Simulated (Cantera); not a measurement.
**Transport properties of process gases**

Gas mixture: 100 % H2O, at 20.0 Torr, frozen composition.

Cantera's kinetic-theory transport with the Lennard-Jones parameters of GRI-Mech 3.0, ideal gas; thermal conductivity in the multicomponent form. Polar gases are described roughly by these parameters.

| T (K) | ρ (kg/m³) | cp (J/kg/K) | μ (µPa s) | λ (mW/m/K) | Pr | D (cm²/s) OH | D (cm²/s) CH4 | D (cm²/s) C2H2 |
|---|---|---|---|---|---|---|---|---|
| 400 | 0.0144 | 1902 | 14.0 | 36.8 | 0.722 | 24.2 | 15.1 | 11.5 |
| 550 | 0.0105 | 1985 | 19.6 | 54.3 | 0.716 | 43.3 | 27.8 | 21.2 |
| 700 | 0.00825 | 2082 | 25.2 | 73.7 | 0.714 | 66.4 | 43.5 | 33.3 |
| 850 | 0.00680 | 2185 | 30.8 | 94.4 | 0.713 | 93.2 | 61.8 | 47.4 |
| 1000 | 0.00578 | 2292 | 36.2 | 116 | 0.714 | 123 | 82.5 | 63.5 |
| 1150 | 0.00502 | 2401 | 41.5 | 140 | 0.715 | 156 | 105 | 81.2 |
D: mixture-averaged diffusion coefficient of that species in the mixture.
